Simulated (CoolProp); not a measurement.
n-decane at 615 K and 3.71 MPa flows at 2.2 m/s in a round tube of 20 mm bore and 15 µm roughness, fully developed (64/Re and Nu = 3.66 if laminar; Colebrook and Gnielinski if turbulent). Each further row changes one setting.

The numbers come from the reference Helmholtz-energy equation of state, Lemmon 2006 in CoolProp. It is a short technical equation, of lower accuracy than the large ones.

```
case              Reynolds number  Darcy friction factor  pressure drop (Pa/m)  heat-transfer coefficient (W/(m² K))  mass flow (kg/h)
----------------  ---------------  ---------------------  --------------------  ------------------------------------  ----------------
as stated                  275000                      ?                   978                                     ?              1030
velocity 4.4 m/s           549000                      ?                  3790                                     ?              2050
diameter 40 mm             549000                      ?                     ?                                     ?                 ?
```

Q: What belongs in the gaps?

A: 
- as stated, Darcy friction factor: 0.0196
- as stated, heat-transfer coefficient (W/(m² K)): 4630
- velocity 4.4 m/s, Darcy friction factor: 0.0190
- velocity 4.4 m/s, heat-transfer coefficient (W/(m² K)): 9050
- diameter 40 mm, Darcy friction factor: 0.0167
- diameter 40 mm, pressure drop (Pa/m): 418
- diameter 40 mm, heat-transfer coefficient (W/(m² K)): 4090
- diameter 40 mm, mass flow (kg/h): 4110

Viscosity comes from a separate model (Huber 2004). Thermal conductivity comes from a separate model (Huber 2005).
